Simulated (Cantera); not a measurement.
A freely propagating, adiabatic, planar premixed flame of 8.42 % CH₃OH, 21.3 % O₂, 70.3 % N₂, equivalence ratio 0.59, unburnt at 325 K and 0.130 bar; mixture-averaged transport, grid criteria slope 0.08 and curve 0.16, no radiation.

Cantera simulation using GRI-Mech 3.0 (53 species, 325 reactions); the numbers are that mechanism's predictions, not measurements. GRI-Mech 3.0 was tuned for natural gas; its chemistry of methanol as a main component is partial and can be far from experiment. Burning velocities carry a grid error of a few per cent, more on coarse grids.

x: mole fraction of selected species; z is measured from the peak of heat release.

```json
[
 {"z (mm)": "-10.8", "T (K)": "325", "u (m/s)": "0.270", "x CH₃OH": "0.0842", "x O₂": "0.213", "x CH₂CO": "<1e-8", "x O": "<1e-8", "x CH₂O": "2.56e-7", "x CH₃": "<1e-8"},
 {"z (mm)": "-7.23", "T (K)": "330", "u (m/s)": "0.274", "x CH₃OH": "0.0840", "x O₂": "0.212", "x CH₂CO": "<1e-8", "x O": "<1e-8", "x CH₂O": "5.86e-6", "x CH₃": "<1e-8"},
 {"z (mm)": "-5.42", "T (K)": "346", "u (m/s)": "0.288", "x CH₃OH": "0.0834", "x O₂": "0.210", "x CH₂CO": "<1e-8", "x O": "<1e-8", "x CH₂O": "3.83e-5", "x CH₃": "<1e-8"},
 {"z (mm)": "-3.61", "T (K)": "?", "u (m/s)": "0.377", "x CH₃OH": "0.0789", "x O₂": "0.202", "x CH₂CO": "<1e-8", "x O": "<1e-8", "x CH₂O": "0.000373", "x CH₃": "<1e-8"},
 {"z (mm)": "-1.81", "T (K)": "?", "u (m/s)": "0.713", "x CH₃OH": "0.0553", "x O₂": "0.171", "x CH₂CO": "4.91e-8", "x O": "<1e-8", "x CH₂O": "0.00236", "x CH₃": "1.08e-8"},
 {"z (mm)": "-0.904", "T (K)": "?", "u (m/s)": "1.01", "x CH₃OH": "0.0293", "x O₂": "0.142", "x CH₂CO": "1.09e-7", "x O": "2.72e-6", "x CH₂O": "0.00446", "x CH₃": "9.68e-7"},
 {"z (mm)": "0", "T (K)": "1498", "u (m/s)": "1.32", "x CH₃OH": "0.00293", "x O₂": "0.111", "x CH₂CO": "1.79e-7", "x O": "0.000569", "x CH₂O": "0.00231", "x CH₃": "2.00e-5"},
 {"z (mm)": "0.904", "T (K)": "1583", "u (m/s)": "1.40", "x CH₃OH": "6.67e-6", "x O₂": "0.0952", "x CH₂CO": "1.36e-8", "x O": "0.00342", "x CH₂O": "1.68e-5", "x CH₃": "5.74e-7"},
 {"z (mm)": "1.81", "T (K)": "1611", "u (m/s)": "1.42", "x CH₃OH": "<1e-8", "x O₂": "0.0896", "x CH₂CO": "<1e-8", "x O": "0.00442", "x CH₂O": "2.28e-8", "x CH₃": "<1e-8"},
 {"z (mm)": "3.61", "T (K)": "1651", "u (m/s)": "1.44", "x CH₃OH": "<1e-8", "x O₂": "0.0860", "x CH₂CO": "<1e-8", "x O": "0.00444", "x CH₂O": "<1e-8", "x CH₃": "<1e-8"},
 {"z (mm)": "7.23", "T (K)": "1701", "u (m/s)": "1.48", "x CH₃OH": "<1e-8", "x O₂": "0.0842", "x CH₂CO": "<1e-8", "x O": "0.00356", "x CH₂O": "<1e-8", "x CH₃": "<1e-8"},
 {"z (mm)": "14.5", "T (K)": "1753", "u (m/s)": "1.52", "x CH₃OH": "<1e-8", "x O₂": "0.0832", "x CH₂CO": "<1e-8", "x O": "0.00227", "x CH₂O": "<1e-8", "x CH₃": "<1e-8"},
 {"z (mm)": "28.9", "T (K)": "1795", "u (m/s)": "1.56", "x CH₃OH": "<1e-8", "x O₂": "0.0826", "x CH₂CO": "<1e-8", "x O": "0.00117", "x CH₂O": "<1e-8", "x CH₃": "<1e-8"}
]
```

Task: What belongs in the gaps?

Result: 
- -3.61, T (K): 449
- -1.81, T (K): 830
- -0.904, T (K): 1159
